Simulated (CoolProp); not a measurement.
Dimethyl carbonate along the isobar 7.07 MPa: Z from the reference equation and from simpler models built on Tc = 283.9 °C, pc = 4.909 MPa, ω = 0.346; each cubic takes its own stable root.

Model: reference Helmholtz-energy equation of state, Zhou 2011, in CoolProp.

| T (°C) | phase | reference |
|---|---|---|
| 112.75 | liquid | 0.2083 |
| 120.05 | liquid | 0.2067 |
| 127.35 | liquid | 0.2052 |
| 134.55 | liquid | 0.2038 |
| 141.85 | liquid | 0.2026 |
| 149.15 | liquid | 0.2015 |
| 156.35 | liquid | 0.2006 |
| 163.65 | liquid | 0.1998 |

Q: How far does each simpler model (van der Waals, Soave-Redlich-Kwong, Peng-Robinson) lie from the reference over these 8 states: mean and median of the absolute difference, and the worst?

A: 
- van der Waals: mean 65.1 %, median 65.2 %, worst +66.3 % at 112.75 °C and 7.07 MPa
- Soave-Redlich-Kwong: mean 11.5 %, median 11.4 %, worst +11.8 % at 163.65 °C and 7.07 MPa
- Peng-Robinson: mean 1.3 %, median 1.3 %, worst -1.4 % at 127.35 °C and 7.07 MPa
